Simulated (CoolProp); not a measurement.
Vapour-liquid equilibrium of carbon dioxide (1) + n-butane (2) at 228.9 K; x and y are mole fractions of (1).

Model: multi-fluid Helmholtz-energy mixture model, Span 1996 and Bücker 2006; pair parameters Kunz 2012, in CoolProp.

```
x     bubble pressure, mixture model (bar)  bubble pressure, Raoult's law (bar)  y, mixture model  y, Raoult's law
----  ------------------------------------  -----------------------------------  ----------------  ---------------
0.05                                 1.218                               0.5540             0.892            0.773
0.15                                 3.188                                1.397             0.960            0.919
0.25                            (withheld)                                2.240        (withheld)            0.956
0.35                            (withheld)                                3.083        (withheld)            0.972
0.45                                 6.240                                3.926             0.981            0.981
0.55                                 6.608                                4.769             0.983            0.987
0.65                                 6.891                                5.612             0.984            0.992
0.75                            (withheld)                                6.455             0.986            0.995
0.85                                 7.594                                7.298             0.989            0.997
0.95                                 8.172                                8.141             0.995            0.999
```

Question: What belongs in the gaps?

Answer: 
- 0.25, bubble pressure, mixture model (bar): 4.674
- 0.25, y, mixture model: 0.973
- 0.35, bubble pressure, mixture model (bar): 5.650
- 0.35, y, mixture model: 0.979
- 0.75, bubble pressure, mixture model (bar): 7.193

The largest gap from Raoult's law is +128.2 % in bubble pressure, at x = 0.15. No azeotrope shows between x = 0.05 and 0.95.

Pair parameters are fitted to limited data, so mixtures are less certain than the pure fluids. With so large a gap from Raoult's law the liquid may split in two, which this calculation doesn't test in full.
